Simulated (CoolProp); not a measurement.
Saturated liquid density (kg/m³) of R143a: the reference equation beside estimates from Tc = 345.9 K, pc = 37.62 bar, ω = 0.261.

Values from CoolProp's reference Helmholtz-energy equation of state, Lemmon and Jacobsen 2000.

```
T (K)  reference  van der Waals  Redlich-Kwong
-----  ---------  -------------  -------------
267         1045          585.1          833.9
273.9       1022          572.1          810.5
280.9      997.2            ___          785.4
287.8      971.7          543.6          759.2
294.8        ___          527.9          730.9
301.7      914.9          511.3          701.0
308.7        ___          493.0          668.3
315.6      847.2          473.2          633.0
322.6      806.5          450.6          593.0
329.5      758.8            ___          547.7
336.5      696.7            ___          491.6
```

Task: Some entries are withheld; supply them.

Result: 
- 280.9, van der Waals: 558.1
- 294.8, reference: 944.1
- 308.7, reference: 882.6
- 329.5, van der Waals: 424.8
- 336.5, van der Waals: 392.1

Absolute difference from the reference over all 11 rows, mean and median: van der Waals 44.0 and 44.1 %, Redlich-Kwong 23.9 and 23.4 %.
